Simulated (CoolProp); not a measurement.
A Linde-Hampson liquefier for carbon monoxide: isothermal reversible compression at 280 K from 1 atm to 25 MPa, throttling to 1 atm, return gas leaving the recuperator 0 K below the feed. Each further row changes one setting.

Model: reference Helmholtz-energy equation of state, Lemmon 2006, in CoolProp. It is a short technical equation, of lower accuracy than the large ones.

```json
[
 {"case": "as stated", "liquid yield per pass": "(withheld)", "compression work (kJ/kg of gas)": "455"},
 {"case": "high pressure 50 MPa", "liquid yield per pass": "(withheld)", "compression work (kJ/kg of gas)": "524"},
 {"case": "warm-end temperature 310 K", "liquid yield per pass": "(withheld)", "compression work (kJ/kg of gas)": "509"},
 {"case": "warm-end gap 5 K", "liquid yield per pass": "0.105", "compression work (kJ/kg of gas)": "455"}
]
```

Problem. What belongs in the gaps?

Solution. 
- as stated, liquid yield per pass: 0.116
- high pressure 50 MPa, liquid yield per pass: 0.124
- warm-end temperature 310 K, liquid yield per pass: 0.086
